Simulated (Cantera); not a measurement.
Equilibrium for boron, boron nitride and boron oxide: BF3 + O2 + N2

Input: 1 mol BF3, 0.081 mol O2, 0.29 mol N2, equilibrated at 1002 °C and 95000 Pa.

These are equilibrium values from Cantera (NASA tables, ideal gas, pure condensed phases), not measurements of a reactor. Candidate condensed phases: B, BN, B2O3; 31 gas species. The numbers say what is thermodynamically allowed, not how fast it happens.

| Item | Result |
|---|---|
| x(BF3) | 0.729 |
| x(N2) | 0.211 |
| x(O2) | 0.0590 |
| x(NO) | 9.21e-5 |
| gas amount | 1.371 mol |
| log10 activity of B(s) (absent) | -25.51 |
